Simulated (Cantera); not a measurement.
Charge: 1 mol Mg(OH)2, 2.8 mol H2, held at 3600 Pa.

These are equilibrium values from Cantera (NASA tables, ideal gas, pure condensed phases), not measurements of a reactor. Candidate condensed phases: H2O, Mg, MgO, Mg(OH)2; 15 gas species. Kinetics and transport are ignored.

Question: At 1973 K, list the 4 most abundant gas species with their mole fractions, and the condensed phases.

Answer: H2 0.730, H2O 0.263, H 0.00608, Mg 0.000794. Condensed: MgO(s).
